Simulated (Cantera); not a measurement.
An adiabatic, constant-pressure homogeneous reactor starts with CH4 : O2 : N2 = 1 : 1.82 : 6.84 (molar parts), equivalence ratio 1.1, at 975 K and 5.00 bar. Integrator tolerance rtol = 1e-08.

Model: GRI-Mech 3.0 (53 species, 325 reactions), integrated in Cantera. Below about 1000 K GRI-Mech 3.0 lacks low-temperature oxidation paths.

### Question
What does this change do: pressure from 5.00 bar to 1.80 bar?

### Answer
```json
[
 {"quantity": "time of steepest temperature rise", "before": "0.291 s", "after": "0.949 s"},
 {"quantity": "temperature at 6.00 s", "before": "2621 K", "after": "2576 K"},
 {"quantity": "equilibrium temperature", "before": "2621 K", "after": "2576 K"},
 {"quantity": "x(CH4) at 6.00 s", "before": "<1e-12 (gas-phase equilibrium <1e-12)", "after": "<1e-12 (gas-phase equilibrium <1e-12)"},
 {"quantity": "x(O2) at 6.00 s", "before": "0.00339 (gas-phase equilibrium 0.00339)", "after": "0.00490 (gas-phase equilibrium 0.00490)"},
 {"quantity": "x(OH) at 6.00 s", "before": "0.00668 (gas-phase equilibrium 0.00668)", "after": "0.00823 (gas-phase equilibrium 0.00823)"},
 {"quantity": "x(CH3) at 6.00 s", "before": "<1e-12 (gas-phase equilibrium <1e-12)", "after": "<1e-12 (gas-phase equilibrium <1e-12)"},
 {"quantity": "x(CO2) at 6.00 s", "before": "0.0660 (gas-phase equilibrium 0.0660)", "after": "0.0633 (gas-phase equilibrium 0.0633)"}
]
```

### Question
What does this change do: N2 6.84 to 15 parts?

### Answer
| quantity | before | after |
|---|---|---|
| time of steepest temperature rise | 0.291 s | 0.567 s |
| temperature at 6.00 s | 2621 K | 2032 K |
| equilibrium temperature | 2621 K | 2032 K |
| x(CH4) at 6.00 s | <1e-12 (gas-phase equilibrium <1e-12) | <1e-12 (gas-phase equilibrium <1e-12) |
| x(O2) at 6.00 s | 0.00339 (gas-phase equilibrium 0.00339) | 6.15e-6 (gas-phase equilibrium 6.15e-6) |
| x(OH) at 6.00 s | 0.00668 (gas-phase equilibrium 0.00668) | 0.000120 (gas-phase equilibrium 0.000120) |
| x(CH3) at 6.00 s | <1e-12 (gas-phase equilibrium <1e-12) | <1e-12 (gas-phase equilibrium <1e-12) |
| x(CO2) at 6.00 s | 0.0660 (gas-phase equilibrium 0.0660) | 0.0424 (gas-phase equilibrium 0.0424) |
